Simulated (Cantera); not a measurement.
Feed: 1 mol BCl3, 4.6 mol H2O, a varied amount of H2, equilibrated at 1448.15 K and 1.00 bar.

Cantera equilibrium calculation (NASA polynomials, part measured and part estimated; ideal gas, pure solids and liquids). Candidate condensed phases: B, B2O3, B3O3H3, H2O; 33 gas species. Gases not in the tables: H3BO3. Rates play no part.

x: gas mole fraction; n: condensed amount in mol.

```csv
n(H2) (mol),x H2,x H2O,x HCl,x HBO2,x (HBO2)3,n B2O3(l)
0.19,0.0301,0.483,0.475,0.0105,0.00178,0.450
0.42,0.0641,0.466,0.458,0.0103,0.00169,0.450
0.92,0.131,0.433,0.426,0.00990,[?],0.449
2,0.246,0.375,0.369,0.00922,[?],0.448
4.3,0.412,0.292,0.287,0.00813,[?],0.444
9.4,0.605,0.195,0.193,0.00665,[?],0.437
20,0.764,0.116,0.115,0.00512,[?],0.424
44,0.877,0.0598,0.0598,0.00368,[?],0.401
96,0.939,0.0290,0.0293,0.00256,[?],0.362
```

What belongs in the gaps?


- 0.92, x (HBO2)3: 0.00151
- 2, x (HBO2)3: 0.00122
- 4.3, x (HBO2)3: 0.000836
- 9.4, x (HBO2)3: 0.000458
- 20, x (HBO2)3: 0.000209
- 44, x (HBO2)3: 7.76e-5
- 96, x (HBO2)3: 2.62e-5
